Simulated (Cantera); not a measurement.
Feed: 1 mol Fe₃O₄, 5.7 mol CH₄, 7 mol N₂, held at 13.3 mbar.

Equilibrium computed with Cantera from the NASA thermochemical tables; the gas is ideal and each condensed phase is pure. Candidate condensed phases: C, C₆H₆, C₇H₈, C₈H₁₈, Fe, Fe(CO)₅, FeO, Fe(OH)₂, Fe(OH)₃, Fe₂O₃, Fe₃O₄, H₂O; 140 gas species. Iron dissolves carbon and melts from about 1420 K in contact with it, which pure phases cannot show. Condensed phases not in the tables: cementite and carbon dissolved in iron. Equilibrium is a limit: real reactors are often held back by kinetics, nucleation or transport.

**Question.** What share of the Fe ends up in condensed phases as a function of T (°C), at 925, 1125, 1325, 1525, 1725, 1925, 2125, 2325?

**Answer.** 
```tsv
T (°C)	Fe condensed (%)	as
925	100.0	Fe(γ)
1125	100.0	Fe(γ)
1325	99.9	Fe(γ)
1525	98.4	Fe(δ)
1725	79.4	Fe(l)
1925	0.0	-
2125	0.0	-
2325	0.0	-
```
